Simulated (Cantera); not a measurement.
A closed system holds: 1 mol SiC, 0.039 mol Si, 0.22 mol N₂, held at 1.00 Torr.

These are equilibrium values from Cantera (NASA tables, ideal gas, pure condensed phases), not measurements of a reactor. Candidate condensed phases: C, Si, SiC, Si₃N₄; 20 gas species. Mutual solubility and eutectic melting of coexisting phases are not modelled. The tables' values for SiN are old estimates; treat these amounts as uncertain. Kinetics and transport are ignored.

x: gas mole fraction; n: condensed amount in mol.

| T (K) | x N₂ | x Si | x Si₂C | x Si₂ | n SiC(s) | n Si₃N₄(s) | n Si(l) |
|---|---|---|---|---|---|---|---|
| 1600 | 1.000 | 2.70e-5 | 8.57e-8 | 2.48e-8 | 1.00 | 0.0130 | 0 |
| 1700 | 0.999 | … | … | … | 1.000 | 0 | 0.0389 |
| 1800 | 0.997 | 0.00238 | 2.53e-5 | 1.44e-5 | 1.000 | 0 | 0.0384 |
| 1900 | 0.990 | 0.00946 | 0.000166 | 7.60e-5 | 1.000 | 0 | 0.0367 |
| 2000 | 0.965 | … | … | … | 1.000 | 0 | … |
| 2100 | 0.893 | 0.100 | 0.00409 | 0.00130 | 0.999 | 0 | 0.0119 |
| 2200 | 0.850 | 0.139 | 0.00816 | 0.00112 | 0.998 | 0 | 0 |

Q: Some entries are withheld; supply them.

A: 
- 2000, x Si: 0.0327
- 2000, x Si₂C: 0.000895
- 2000, x Si₂: 0.000339
- 2000, n Si(l): 0.0309
- 1700, x Si: 0.000509
- 1700, x Si₂C: 3.07e-6
- 1700, x Si₂: 2.23e-6
